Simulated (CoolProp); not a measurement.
A closed Brayton cycle with nitrogen: compressor inlet 322.15 K and 5.9 MPa, high pressure 18 MPa, turbine inlet 660 K, compressor efficiency 0.8, turbine efficiency 0.93, recuperator effectiveness 0.9 (on enthalpy, no pinch check). Each further row changes one setting.

Values from CoolProp's reference Helmholtz-energy equation of state, Span 2000.

```json
[
 {"case": "as stated", "thermal efficiency (%)": "10.3", "net work (kJ/kg)": "19.4", "compressor to turbine work": "0.89", "compressor exit (K)": "474.7", "turbine exit (K)": "495.3"},
 {"case": "turbine inlet 610 K", "thermal efficiency (%)": "3.4", "net work (kJ/kg)": "5.25", "compressor to turbine work": "0.97", "compressor exit (K)": "474.7", "turbine exit (K)": "456.4"},
 {"case": "compressor inlet 332.15 K", "thermal efficiency (%)": "7.5", "net work (kJ/kg)": "14.0", "compressor to turbine work": "0.92", "compressor exit (K)": "489.3", "turbine exit (K)": "495.3"},
 {"case": "high pressure 15.3 MPa", "thermal efficiency (%)": "13.9", "net work (kJ/kg)": "23.6", "compressor to turbine work": "0.85", "compressor exit (K)": "449.3", "turbine exit (K)": "516.6"},
 {"case": "recuperator effectiveness 0.5", "thermal efficiency (%)": "9.8", "net work (kJ/kg)": "19.4", "compressor to turbine work": "0.89", "compressor exit (K)": "474.7", "turbine exit (K)": "495.3"}
]
```
